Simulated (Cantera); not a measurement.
# Hydrocarbon pyrolysis for carbon deposition

An isothermal, constant-pressure homogeneous reactor starts with C2H6 : H2 = 1 : 92 (molar parts), at 1150 K and 12.8 Torr.

Model: GRI-Mech 3.0 (53 species, 325 reactions), integrated in Cantera. GRI-Mech 3.0 stops at C3 and has no aromatics, soot or wall deposition, so with more carbon than oxygen in the feed, carbon stays in small species such as C2H2 where larger ones or solid carbon would form. Radical loss at walls, strong at low pressure, is not modelled.

| t (s) | x C2H6 | x H2 | x C2H2 | x H | x C2H4 |
|---|---|---|---|---|---|
| 0.000600 | 0.0108 | 0.989 | <1e-12 | 2.61e-7 | 1.28e-7 |
| 0.00151 | 0.0107 | 0.989 | 2.64e-12 | 7.30e-7 | 1.47e-6 |
| 0.00382 | 0.0107 | 0.989 | 1.46e-10 | 1.90e-6 | 1.18e-5 |
| 0.00964 | 0.0107 | 0.989 | 6.52e-9 | 4.79e-6 | 8.05e-5 |
| 0.0243 | 0.0102 | 0.989 | 2.48e-7 | 1.14e-5 | 0.000483 |
| 0.0614 | 0.00795 | 0.989 | 6.98e-6 | 2.31e-5 | 0.00226 |
| 0.155 | 0.00291 | 0.987 | 8.97e-5 | 2.99e-5 | 0.00583 |
| 0.391 | 0.000347 | 0.987 | 0.000373 | 1.89e-5 | 0.00738 |
| 0.986 | 5.34e-5 | 0.987 | 0.000729 | 8.03e-6 | 0.00722 |
| 2.49 | 3.13e-5 | 0.987 | 0.00111 | 4.38e-6 | 0.00683 |
| 6.28 | 2.75e-5 | 0.987 | 0.00174 | 3.88e-6 | 0.00617 |
| 15.9 | 2.20e-5 | 0.987 | 0.00289 | 3.76e-6 | 0.00495 |
| 40.0 | 1.49e-5 | 0.986 | 0.00435 | 3.53e-6 | 0.00338 |
x: mole fraction; the columns are a selection and need not sum to one.

Equilibrium at this temperature and pressure: C2H6 2.55e-7, H2 0.979, C2H2 0.000120, H 5.70e-7, C2H4 5.42e-5 (gas phase only).
